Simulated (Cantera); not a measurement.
Charge: 1 mol Si2Cl6, 68 mol N2, 0.22 mol H2, equilibrated at 1573.15 K and 0.170 bar.

Method: chemical equilibrium by Gibbs-energy minimisation in Cantera with the NASA 1993 tables (ideal gas, pure condensed phases). Candidate condensed phases: NH4Cl, Si, Si3N4; 28 gas species. The feed counts by its element totals alone. The tables' values for SiCl3 are old estimates; treat these amounts as uncertain. The numbers say what is thermodynamically allowed, not how fast it happens.

Base state: N2 0.965, SiCl2 0.0140, SiCl4 0.00788, SiCl3 0.00648, HCl 0.00608, H2 7.45e-5, Cl 5.53e-5, SiHCl3 1.28e-5 (mole fractions); condensed: gas only.

What changes in the equilibrium state with this change: Si2Cl6 replaced by SiHCl3?


```json
[
 {"species": "N2", "before": "0.965", "after": "0.971"},
 {"species": "HCl", "before": "0.00608", "after": "0.0174"},
 {"species": "SiCl2", "before": "0.0140", "after": "0.00689"},
 {"species": "SiCl4", "before": "0.00788", "after": "0.00146"},
 {"species": "H2", "before": "7.45e-5", "after": "0.00161"},
 {"species": "SiCl3", "before": "0.00648", "after": "0.00196"},
 {"species": "Si3N4(s), mol", "before": "0", "after": "0.0930"}
]
```

What changes in the equilibrium state with this change: H2 from 0.22 to 10 mol?


```csv
species,before,after
N2,0.965,0.837
H2,7.45e-5,0.0907
HCl,0.00608,0.0693
SiCl2,0.0140,0.00215
SiCl4,0.00788,0.000129
H,8.53e-7,2.97e-5
SiCl3,0.00648,0.000325
Cl,5.53e-5,1.81e-5
"Si3N4(s), mol",0,0.597
```

What changes in the equilibrium state with this change: Si2Cl6 replaced by SiH4?


| species | before | after |
|---|---|---|
| N2 | 0.965 | 0.968 |
| H2 | 7.45e-5 | 0.0319 |
| H | 8.53e-7 | 1.76e-5 |
| SiCl2 | 0.0140 | 0 |
| SiCl4 | 0.00788 | 0 |
| SiCl3 | 0.00648 | 0 |
| HCl | 0.00608 | 0 |
| Cl | 5.53e-5 | 0 |
| SiHCl3 | 1.28e-5 | 0 |
| Si3N4(s), mol | 0 | 0.333 |
